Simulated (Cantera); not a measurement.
Charge: 1 mol V, 2.5 mol H2O, equilibrated at 950 K and 0.100 bar.

Method: chemical equilibrium by Gibbs-energy minimisation in Cantera with the NASA 1993 tables (ideal gas, pure condensed phases). Candidate condensed phases: H2O, V, VO, V2O3, V2O4, V2O5; 12 gas species. Condensed phases not in the tables: the oxides between V2O3 and V2O5 other than VO2. Kinetics and transport are ignored.

Base state: H2 0.600, H2O 0.400 (mole fractions); condensed: V2O3(s).

Question: What changes in the equilibrium state with this change: V replaced by Cr?

Answer: 
```json
[
 {"species": "H2", "before": "0.600", "after": "0.600"},
 {"species": "H2O", "before": "0.400", "after": "0.400"},
 {"species": "V2O3(s), mol", "before": "0.500", "after": "0"},
 {"species": "Cr2O3(s), mol", "before": "0", "after": "0.500"}
]
```
Further candidate phases: Cr, Cr2O3.
